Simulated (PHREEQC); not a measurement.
Consider water at 75 °C with 44 mmol/kgw HF, 0.29 mmol/kgw NaF and 0.006 mmol/kgw H4SiO4. Closed to the air; pH follows from the charge balance.

The numbers come from PHREEQC with the ion-association model, wateq4f.dat.

No solid was allowed to form.

Q: What pH does the model give?

A: pH 2.49.

Q: In which forms is F present?

A: HF 88 %, F- 7.3 %, H2F2 2.5 %, HF2- 2.5 % of the F.

Complexes and solids missing from the database can't appear. Away from 25 °C the constants follow the database's enthalpies or fits; those with neither stay at their 25 °C values. SiF6-2 is the database's only silicon fluoride.
